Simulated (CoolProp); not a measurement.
Properties of hexamethyldisiloxane (MM) along the isotherm 481.3 K (Tc = 518.7 K, pc = 1.931 MPa, ω = 0.418).

Values from CoolProp's reference Helmholtz-energy equation of state, Thol 2016.

| p (MPa) | phase | cv (kJ/(kg K)) | isothermal compressibility (1/MPa) | expansivity (1/kK) | fugacity coefficient |
|---|---|---|---|---|---|
| 0.322 | gas | 1.935 | 3.405 | 2.791 | 0.9233 |
| 0.644 | gas | 1.955 | 1.955 | 4.080 | 0.8474 |
| 0.966 | gas | 1.988 | 1.685 | 7.275 | 0.7710 |
| 1.29 | liquid | 2.009 | 0.03975 | 5.025 | 0.6255 |
| 1.61 | liquid | 2.005 | 0.03415 | 4.533 | 0.5140 |
| 1.93 | liquid | 2.003 | 0.03008 | 4.165 | 0.4397 |
| 2.25 | liquid | 2.000 | 0.02697 | 3.876 | 0.3866 |
| 2.57 | liquid | 1.998 | 0.02449 | 3.641 | 0.3469 |
| 2.9 | liquid | 1.997 | 0.02242 | 3.440 | 0.3152 |
